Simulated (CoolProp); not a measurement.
Vapour-liquid equilibrium of R143a (1) + propane (2) at 203.3 K; x and y are mole fractions of (1).

Computed with CoolProp (multi-fluid Helmholtz-energy mixture model, Lemmon and Jacobsen 2000 and Lemmon 2009; pair parameters Bell 2016).

### Question
Give the bubble pressure and the first vapour's composition at x = 0.05, 0.2, 0.95. Is there an azeotrope?

### Answer
x = 0.05: 0.03194 MPa, y = 0.260; x = 0.2: 0.04100 MPa, y = 0.473; x = 0.95: 0.03467 MPa, y = 0.833. y crosses x between x = 0.5 and 0.65: the model has an azeotrope there.

The pair parameters rest on a limited set of measurements; away from them the model extrapolates. With so large a gap from Raoult's law the liquid may split in two, which this calculation doesn't test in full.
